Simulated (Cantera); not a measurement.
Feed: 1 mol SiH2Cl2, 9.8 mol NO, 9.2 mol H2, equilibrated at 7.50 Torr.

Equilibrium computed with Cantera from the NASA thermochemical tables; the gas is ideal and each condensed phase is pure. Candidate condensed phases: H2O, NH4Cl, Si, SiO2, Si2N2O, Si3N4; 47 gas species. The tables hold silica as quartz up to 1696 K and as liquid above; real silica turns to tridymite and cristobalite and melts near 1996 K. The numbers say what is thermodynamically allowed, not how fast it happens.

log p: log10 of the partial pressure in bar; n: condensed amount in mol.

```
T (K)  log p H2O  log p N2  log p HCl  log p H2  log p Cl  log p H  n SiO2(α-quartz)  n SiO2(β-quartz)
-----  ---------  --------  ---------  --------  --------  -------  ----------------  ----------------
600        -2.31     -2.52      -2.91     -3.06      <-14     <-14              1.00                 0
700        -2.31     -2.52      -2.91     -3.06      <-14     <-14              1.00                 0
800        -2.31     -2.52      -2.91     -3.06         ?   -13.07              1.00                 0
900        -2.31     -2.52      -2.91     -3.06         ?   -11.46                 0              1.00
1000       -2.31     -2.52      -2.91     -3.06         ?   -10.17                 0              1.00
1100       -2.31     -2.52      -2.91     -3.06         ?    -9.12                 0              1.00
1200       -2.31     -2.52      -2.91     -3.06         ?    -8.24                 0              1.00
1300       -2.31     -2.52      -2.91     -3.06         ?    -7.49                 0              1.00
1400       -2.31     -2.52      -2.91     -3.06         ?    -6.84                 0              1.00
```

Task: Fill in the missing entries.

Result: 
- 800, log p Cl: -12.90
- 900, log p Cl: -11.32
- 1000, log p Cl: -10.05
- 1100, log p Cl: -9.01
- 1200, log p Cl: -8.14
- 1300, log p Cl: -7.41
- 1400, log p Cl: -6.77
